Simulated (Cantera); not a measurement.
**Diamond growth**

A diamond (100) surface in a fixed gas of H2 with x(CH4) = 0.01, x(H) = 0.032, x(CH3) = 0.00021, at 1300 K; coverages are run to steady state.

Cantera simulation using the Harris–Goodwin 1993 mechanism for the reconstructed diamond (100) surface; the numbers are that mechanism's predictions, not measurements.

| P (Pa) | growth (µm/h) | θ c6HH | θ c6H* | θ c6*H | θ c6** | θ c6HM |
|---|---|---|---|---|---|---|
| 1200 | 0.673 | 0.376 | 0.0494 | 0.527 | 0.0471 | 0.000117 |
| 1800 | 1.21 | 0.376 | 0.0494 | 0.527 | 0.0471 | 0.000168 |
| 2700 | 2.21 | 0.376 | 0.0495 | 0.527 | 0.0471 | 0.000236 |
| 4000 | 3.99 | 0.376 | 0.0496 | 0.526 | 0.0471 | 0.000321 |
| 5900 | 7.16 | 0.376 | 0.0497 | 0.526 | 0.0471 | 0.000423 |
| 8700 | 12.7 | 0.376 | 0.0498 | 0.526 | 0.0472 | 0.000538 |
| 13000 | 22.4 | 0.376 | 0.0501 | 0.525 | 0.0473 | 0.000663 |
| 19000 | 37.5 | 0.376 | 0.0505 | 0.525 | 0.0474 | 0.000780 |
θ: site fractions in the mechanism's names (c6HH fully hydrogenated, c6H* and c6*H radical sites, c6** diradical, c6HM methylated).
